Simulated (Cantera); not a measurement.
What does this Cantera script print?

```python
import numpy as np
import cantera as ct

gas = ct.Solution("gri30.yaml")


def delay(T, t_max=10):
    gas.TPX = T, 101325, {'C3H8': 1, 'O2': 2.38, 'N2': 8.95, 'H2O': 2, 'CO2': 0.034}
    reactor = ct.IdealGasReactor(gas, clone=False)
    net = ct.ReactorNet([reactor])
    net.rtol, net.atol = 1e-8, 1e-16
    while net.time < t_max:
        t_old, T_old = net.time, reactor.T
        net.step()
        if reactor.T > T + 400:  # ignition: a rise of 400 K
            return t_old + (T + 400 - T_old) / (reactor.T - T_old) * (net.time - t_old)
    return np.nan


taus = []
for T in [1175, 1225, 1275, 1325, 1375, 1425, 1475, 1525, 1575, 1625]:
    taus.append(delay(T))
    print(f"T0 = {T:6g} K   tau = {taus[-1]:.4e} s")
```

Result:

```
T0 =   1175 K   tau = 1.2489e-02 s
T0 =   1225 K   tau = 4.6136e-03 s
T0 =   1275 K   tau = 1.8780e-03 s
T0 =   1325 K   tau = 8.4167e-04 s
T0 =   1375 K   tau = 4.1308e-04 s
T0 =   1425 K   tau = 2.2049e-04 s
T0 =   1475 K   tau = 1.2710e-04 s
T0 =   1525 K   tau = 7.8537e-05 s
T0 =   1575 K   tau = 5.1639e-05 s
T0 =   1625 K   tau = 3.5850e-05 s
```

Model: GRI-Mech 3.0 (53 species, 325 reactions), integrated in Cantera. GRI-Mech 3.0 was tuned for natural gas; its chemistry of propane as a main component is partial and can be far from experiment.
